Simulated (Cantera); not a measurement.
Standard-state values (1 bar) from the NASA 1993 polynomials, evaluated with Cantera. Values are per mole of reaction as written; species without (g) are pure solids or liquids, kept so even where they would boil at 1 bar.

TiCl3 = 3 Cl(g) + Ti, with ΔH° = 1085.7 kJ and ΔS° = 386.5 J/K at 300 K.

Problem. How far is the shortcut ΔG° ≈ ΔH°(300 K) − T·ΔS°(300 K) from the full temperature-dependent value at 425, 435, 445, 455, 465, 475, 485, 495, 505, 515 K?

Solution. 
| T (K) | shortcut (kJ) | full (kJ) | difference (kJ) | difference in log10 K |
|---|---|---|---|---|
| 425 | 921.4 | 921.5 | -0.1 | 0.02 |
| 435 | 917.5 | 917.7 | -0.2 | 0.02 |
| 445 | 913.7 | 913.8 | -0.2 | 0.02 |
| 455 | 909.8 | 910.0 | -0.2 | 0.02 |
| 465 | 905.9 | 906.1 | -0.2 | 0.02 |
| 475 | 902.1 | 902.3 | -0.2 | 0.03 |
| 485 | 898.2 | 898.5 | -0.3 | 0.03 |
| 495 | 894.3 | 894.6 | -0.3 | 0.03 |
| 505 | 890.5 | 890.8 | -0.3 | 0.03 |
| 515 | 886.6 | 887.0 | -0.4 | 0.04 |
The shortcut ignores the heat-capacity change of the reaction.
